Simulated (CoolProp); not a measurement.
c-C4F8 (RC318) along the isobar 0.908 MPa: density (kg/m³) from the reference equation and from simpler models built on Tc = 388.4 K, pc = 2.778 MPa, ω = 0.355; each cubic takes its own stable root.

Computed with CoolProp (reference Helmholtz-energy equation of state, Platzer 1990). This equation is an older, rougher fit.

```json
[
 {"T (K)": "353.9", "phase": "gas", "reference": "74.79", "ideal gas": "61.73", "Redlich-Kwong": "73.91", "Soave-Redlich-Kwong": "74.94", "Peng-Robinson": "76.16"},
 {"T (K)": "372.2", "phase": "gas", "reference": "68.30", "ideal gas": "58.69", "Redlich-Kwong": "68.16", "Soave-Redlich-Kwong": "68.52", "Peng-Robinson": "69.54"},
 {"T (K)": "390.4", "phase": "gas", "reference": "63.28", "ideal gas": "55.96", "Redlich-Kwong": "63.49", "Soave-Redlich-Kwong": "63.45", "Peng-Robinson": "[?]"},
 {"T (K)": "408.7", "phase": "gas", "reference": "59.15", "ideal gas": "53.45", "Redlich-Kwong": "59.53", "Soave-Redlich-Kwong": "59.26", "Peng-Robinson": "60.02"},
 {"T (K)": "426.9", "phase": "gas", "reference": "55.69", "ideal gas": "51.17", "Redlich-Kwong": "56.15", "Soave-Redlich-Kwong": "[?]", "Peng-Robinson": "[?]"},
 {"T (K)": "445.2", "phase": "gas", "reference": "52.68", "ideal gas": "[?]", "Redlich-Kwong": "[?]", "Soave-Redlich-Kwong": "52.68", "Peng-Robinson": "53.27"},
 {"T (K)": "463.5", "phase": "gas", "reference": "50.05", "ideal gas": "47.13", "Redlich-Kwong": "50.56", "Soave-Redlich-Kwong": "[?]", "Peng-Robinson": "50.53"},
 {"T (K)": "481.7", "phase": "gas", "reference": "47.73", "ideal gas": "[?]", "Redlich-Kwong": "[?]", "Soave-Redlich-Kwong": "47.65", "Peng-Robinson": "48.12"},
 {"T (K)": "500", "phase": "gas", "reference": "45.63", "ideal gas": "43.69", "Redlich-Kwong": "46.13", "Soave-Redlich-Kwong": "45.53", "Peng-Robinson": "45.96"}
]
```

Question: Some entries are withheld; supply them.

Answer: 
- 390.4, Peng-Robinson: 64.33
- 426.9, Soave-Redlich-Kwong: 55.73
- 426.9, Peng-Robinson: 56.40
- 445.2, ideal gas: 49.07
- 445.2, Redlich-Kwong: 53.18
- 463.5, Soave-Redlich-Kwong: 50.01
- 481.7, ideal gas: 45.35
- 481.7, Redlich-Kwong: 48.23
